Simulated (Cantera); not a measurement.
Charge: 1 mol SO2, 0.038 mol H2O, 7.6 mol H2, equilibrated at 0.480 Torr.

Method: chemical equilibrium by Gibbs-energy minimisation in Cantera with the NASA 1993 tables (ideal gas, pure condensed phases). Candidate condensed phases: H2O, H2SO4, S; 19 gas species. Gases not in the tables: S3 to S7. Equilibrium is a limit: real reactors are often held back by kinetics, nucleation or transport.

Q: At 1298 K, list the 5 most abundant gas species with their mole fractions, and the condensed phases.

A: H2 0.663, H2O 0.254, S2 0.0423, H2S 0.0388, SH 0.00107. Condensed: gas only.
